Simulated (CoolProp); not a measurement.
A single-stage vapour-compression cycle with CH3F (R41): evaporating at 206.15 K (dew point), condensing at 226.15 K (bubble point), superheat 0 K, subcooling 5 K, compressor efficiency 0.6, no pressure losses. Each further row changes one setting.

The numbers come from the reference Helmholtz-energy equation of state, Lemmon 2006 in CoolProp. It is a short technical equation, of lower accuracy than the large ones.

| case | cooling COP | pressure ratio | discharge temperature (K) | refrigerating effect (kJ/kg) | volumetric capacity (kJ/m³) |
|---|---|---|---|---|---|
| as stated | 5.74 | 2.41 | 278.4 | 440 | 1690 |
| evaporating temperature 211.15 K | 8.02 | 1.90 | 262.9 | 442 | 2130 |
| condensing temperature 221.15 K | 7.83 | 1.96 | 260.3 | 450 | 1740 |
| subcooling 10 K | 5.88 | 2.41 | 278.4 | 450 | 1740 |
| superheat 10 K | 5.55 | 2.41 | 293.0 | 452 | 1640 |
| compressor efficiency 0.5 | 4.78 | 2.41 | 291.4 | 440 | 1690 |
